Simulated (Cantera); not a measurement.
Feed: 1 mol SiCl₄, 2.7 mol Cl₂, 2 mol H₂, held at 398 Torr.

Method: chemical equilibrium by Gibbs-energy minimisation in Cantera with the NASA 1993 tables (ideal gas, pure condensed phases). Candidate condensed phases: Si; 19 gas species. The tables' values for SiCl₃ are old estimates; treat these amounts as uncertain. Equilibrium is a limit: real reactors are often held back by kinetics, nucleation or transport. All values below are at 1475 °C.

Base state: HCl 0.670, SiCl₄ 0.167, Cl 0.0906, Cl₂ 0.0722, SiCl₃ 0.000537 (mole fractions); condensed: gas only.

### Question
What changes in the equilibrium state with this change: H₂ from 2 to 11 mol?

### Answer
```
species    before     after
-------  --------  --------
H₂        3.20e-6     0.485
HCl         0.670     0.450
SiCl₂     3.09e-6    0.0431
SiCl₄       0.167   0.00693
Cl₂        0.0722   2.15e-7
Cl         0.0906  0.000156
SiCl₃    0.000537    0.0129
SiH₂Cl₂     <1e-9   6.94e-5
SiHCl₃    1.76e-7   0.00164
```
